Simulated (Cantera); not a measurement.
Input (Python, Cantera) and output of one run.

```python
import numpy as np
import cantera as ct

gas_names = [...]  # 123 gases of nasa_gas.yaml made of C, H, O, Si
cond_names = """
    C(gr) C6H6(L) C7H8(L) C8H18(L),n-octa H2O(s) H2O(L) Si(cr) Si(L) SiC(b) SiO2(Lqz) SiO2(hqz) SiO2(L)
""".split()


# ... load() reads the species with a 1 bar reference pressure and builds the phases ...
atoms = {
    'SiO2': {'Si': 1, 'O': 2},
    'Si': {'Si': 1},
    'H2': {'H': 2},
    'CO2': {'C': 1, 'O': 2},
}
top_T = {'C(gr)': 4500, 'SiC(b)': 3050}  # K; cautious upper limits of use, not melting points


# ... equilibrate(T, P, feed) seeds the gas with the atoms and calls Mixture.equilibrate('TP', solver="vcs", rtol=1e-11, max_steps=5000) ...
results = []
feed = {'SiO2': 1, 'Si': 0.2, 'H2': 0.17, 'CO2': 0.0018}  # mol
P = 78000  # Pa
for T in [1450, 1500, 1550, 1600, 1650, 1700, 1750, 1800, 1850]:
    mix = equilibrate(T, P, feed)
    results.append((T, P, feed, dict(zip(mix.species_names, mix.species_moles))))

top = {s: max(r[3][s] / sum(r[3][g] for g in gas_names) for r in results) for s in gas_names}
cols = sorted((s for s in top if top[s] > 0.001), key=lambda s: -top[s])[:8]
seen = [c for c in cond_names if any(r[3].get(c, 0) > 1e-12 for r in results)]
print("log10 of partial pressures in bar; condensed amounts in mol")
print(f"{'T/K':>10s}" + "".join(f"{s[:9]:>10s}" for s in cols + seen))
for T, P, feed, n in results:
    ng = sum(n[g] for g in gas_names)
    print(f"{T:10.4g}" + "".join(f"{np.log10(max(n[s] / ng * P / 1e5, 1e-99)):10.3f}" for s in cols)
          + "".join(f"{n.get(c, 0):10.4g}" for c in seen))
```

It prints:

```
log10 of partial pressures in bar; condensed amounts in mol
       T/K        H2       SiO        CO    Si(cr)     Si(L)    SiC(b) SiO2(hqz)   SiO2(L)
      1450    -0.108    -3.695    -5.343    0.1964         0  0.001796     1.002         0
      1500    -0.108    -3.286    -4.853    0.1964         0  0.001794     1.002         0
      1550    -0.109    -2.903    -4.394    0.1963         0  0.001789     1.002         0
      1600    -0.110    -2.546    -3.965    0.1961         0  0.001774     1.001         0
      1650    -0.112    -2.211    -3.562    0.1958         0  0.001738     1.001         0
      1700    -0.115    -1.901    -3.170         0    0.1952  0.001648         0         1
      1750    -0.122    -1.630    -2.751         0    0.1944  0.001399         0     0.999
      1800    -0.135    -1.375    -2.357         0     0.193 0.0007779         0    0.9964
      1850    -0.156    -1.135    -2.131         0    0.1902         0         0     0.992
```

Method: chemical equilibrium by Gibbs-energy minimisation in Cantera with the NASA 1993 tables (ideal gas, pure condensed phases). Each liquid is taken as pure. Mutual solubility and eutectic melting of coexisting phases are not modelled. The tables hold silica as quartz up to 1696 K and as liquid above; real silica turns to tridymite and cristobalite and melts near 1996 K. Gases not in the tables: Si2H6 and higher silanes.
